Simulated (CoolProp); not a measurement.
Carbon monoxide along the isotherm 199.3 K: Z from the reference equation and from simpler models built on Tc = 132.9 K, pc = 3.498 MPa, ω = 0.050; each cubic takes its own stable root.

Model: reference Helmholtz-energy equation of state, Lemmon 2006, in CoolProp. It is a short technical equation, of lower accuracy than the large ones.

```csv
p (MPa),phase,reference,van der Waals,Redlich-Kwong,Soave-Redlich-Kwong,Peng-Robinson
0.111,gas,0.9971,0.9967,0.9969,0.9972,0.9964
0.227,gas,0.9940,0.9932,0.9937,0.9943,0.9927
0.466,gas,0.9878,0.9861,0.9871,0.9884,0.9852
0.958,gas,0.9750,0.9712,0.9736,0.9764,?
1.97,gas,?,0.9402,0.9464,0.9523,0.9394
4.04,supercritical,0.9000,?,0.8942,0.9070,0.8830
8.3,supercritical,0.8230,?,0.8156,0.8422,0.8030
17,supercritical,?,0.8434,0.8317,?,?
35,supercritical,1.159,1.312,?,1.158,1.064
```

Q: Complete the blanks.

A: 
- 0.958, Peng-Robinson: 0.9698
- 1.97, reference: 0.9493
- 4.04, van der Waals: 0.8763
- 8.3, van der Waals: 0.7674
- 17, reference: 0.8324
- 17, Soave-Redlich-Kwong: 0.8642
- 17, Peng-Robinson: 0.8070
- 35, Redlich-Kwong: 1.133
